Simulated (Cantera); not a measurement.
Gas mixture: NO = 0.76 (molar parts), at 0.148 atm, frozen composition.

Cantera's kinetic-theory transport with the Lennard-Jones parameters of GRI-Mech 3.0, ideal gas; thermal conductivity in the multicomponent form. The composition is frozen, though it would react at the higher temperatures.

D: mixture-averaged diffusion coefficient of that species in the mixture.

```tsv
T (K)	ρ (kg/m³)	cp (J/kg/K)	μ (µPa s)	λ (mW/m/K)	Pr	D (cm²/s) NO	D (cm²/s) CO2	D (cm²/s) CH4
400	0.135	998.6	(withheld)	32.5	0.711	0.000	1.76	2.49
600	0.0902	1041	(withheld)	45.0	0.708	0.000	3.60	5.01
800	0.0677	1092	(withheld)	57.3	0.708	0.000	5.90	8.16
1000	0.0541	1133	(withheld)	68.8	0.707	0.000	8.61	11.9
1200	0.0451	1159	(withheld)	79.3	0.707	0.000	11.7	16.1
1400	0.0387	1181	(withheld)	89.3	0.707	0.000	15.1	20.8
```

What belongs in the gaps?


- 400, μ (µPa s): 23.1
- 600, μ (µPa s): 30.6
- 800, μ (µPa s): 37.1
- 1000, μ (µPa s): 42.9
- 1200, μ (µPa s): 48.4
- 1400, μ (µPa s): 53.4
